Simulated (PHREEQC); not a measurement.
Solution (35 °C): 0.0077 mol K2SiO3 per kg of water. Closed to the air; pH follows from the charge balance.

The numbers come from PHREEQC with the ion-association model, wateq4f.dat.

### Question
The ionic strength comes out as 0.0158 mol/kgw. What activity coefficients do H3SiO4-, H2SiO4-2, K+, OH- get?

### Answer
H3SiO4- 0.88, H2SiO4-2 0.61, K+ 0.88, OH- 0.88.

This is a speciation only: nothing precipitates in the calculation. Complexes and solids missing from the database can't appear.
